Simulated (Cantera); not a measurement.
A closed system holds: 1 mol SiHCl3, 0.057 mol HCl, 1400 mol H2, held at 1475 K and 0.133 bar.

Method: chemical equilibrium by Gibbs-energy minimisation in Cantera with the NASA 1993 tables (ideal gas, pure condensed phases). Candidate condensed phases: Si; 19 gas species. Rates play no part.

Base state: H2 0.998, HCl 0.00215, H 3.55e-5, SiCl2 1.46e-5 (mole fractions); condensed: Si(s).

**Question.** What changes in the equilibrium state with this change: SiHCl3 replaced by Si(CH3)4?

**Answer.** 
```tsv
species	before	after
H2	0.998	1.000
CH4	0	0.000387
HCl	0.00215	4.06e-5
SiCl2	1.46e-5	<1e-9
H	3.55e-5	3.55e-5
Si(s), mol	0.977	0
C(graphite), mol	0	2.44
SiC(s), mol	0	1.000
```
Further candidate phases: C, C6H6, C7H8, C8H18, SiC.
